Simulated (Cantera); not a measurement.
Input (Python, Cantera) and output of one run.

```python
import numpy as np
import cantera as ct

gas_names = [...]  # 113 gases of nasa_gas.yaml made of C, Cu, H, O
cond_names = """
    C(gr) C6H6(L) C7H8(L) C8H18(L),n-octa Cu(cr) Cu(L) CuO(s) CuO2H2(s) Cu2O(s) Cu2O(L) H2O(s) H2O(L)
""".split()


# ... load() reads the species with a 1 bar reference pressure and builds the phases ...
atoms = {
    'CuO': {'Cu': 1, 'O': 1},
    'CO': {'C': 1, 'O': 1},
    'H2': {'H': 2},
}
top_T = {'C(gr)': 4500, 'CuO(s)': 1390}  # K; cautious upper limits of use, not melting points


# ... equilibrate(T, P, feed) seeds the gas with the atoms and calls Mixture.equilibrate('TP', solver="vcs", rtol=1e-11, max_steps=5000) ...
results = []
feed = {'CuO': 1, 'CO': 0.52, 'H2': 0.16}  # mol
P = 10000  # Pa
for T in [2025, 2050, 2075, 2100, 2125, 2150, 2175, 2200, 2225, 2250, 2275, 2300, 2325, 2350]:
    mix = equilibrate(T, P, feed)
    results.append((T, P, feed, dict(zip(mix.species_names, mix.species_moles))))

top = {s: max(r[3][s] / sum(r[3][g] for g in gas_names) for r in results) for s in gas_names}
cols = sorted((s for s in top if top[s] > 0.0001), key=lambda s: -top[s])[:6]
seen = [c for c in cond_names if any(r[3].get(c, 0) > 1e-12 for r in results)]
print("log10 of partial pressures in bar; condensed amounts in mol")
print(f"{'T/K':>10s}" + "".join(f"{s[:9]:>10s}" for s in cols + seen))
for T, P, feed, n in results:
    ng = sum(n[g] for g in gas_names)
    print(f"{T:10.4g}" + "".join(f"{np.log10(max(n[s] / ng * P / 1e5, 1e-99)):10.3f}" for s in cols)
          + "".join(f"{n.get(c, 0):10.4g}" for c in seen))
```

Result:

```
log10 of partial pressures in bar; condensed amounts in mol
       T/K       CO2        Cu        O2       H2O        CO        OH     Cu(L)   Cu2O(L)
      2025    -1.238    -2.266    -1.755    -1.752    -3.149    -3.282    0.9297   0.01053
      2050    -1.249    -2.169    -1.749    -1.763    -3.076    -3.235     0.937         0
      2075    -1.259    -2.075    -1.756    -1.773    -2.997    -3.191    0.9201         0
      2100    -1.271    -1.982    -1.765    -1.785    -2.922    -3.151    0.8988         0
      2125    -1.286    -1.892    -1.776    -1.799    -2.850    -3.113    0.8716         0
      2150    -1.304    -1.804    -1.789    -1.817    -2.782    -3.079    0.8369         0
      2175    -1.327    -1.718    -1.806    -1.839    -2.719    -3.048     0.792         0
      2200    -1.355    -1.635    -1.827    -1.865    -2.661    -3.023     0.733         0
      2225    -1.390    -1.553    -1.853    -1.899    -2.610    -3.002     0.654         0
      2250    -1.434    -1.473    -1.886    -1.941    -2.565    -2.989    0.5453         0
      2275    -1.490    -1.395    -1.929    -1.995    -2.529    -2.986    0.3895         0
      2300    -1.565    -1.318    -1.987    -2.066    -2.506    -2.995    0.1533         0
      2325    -1.613    -1.284    -2.017    -2.110    -2.471    -2.985         0         0
      2350    -1.623    -1.285    -2.011    -2.117    -2.418    -2.948         0         0
```

Cantera equilibrium calculation (NASA polynomials, part measured and part estimated; ideal gas, pure solids and liquids). Each liquid is taken as pure. Mutual solubility and eutectic melting of coexisting phases are not modelled.
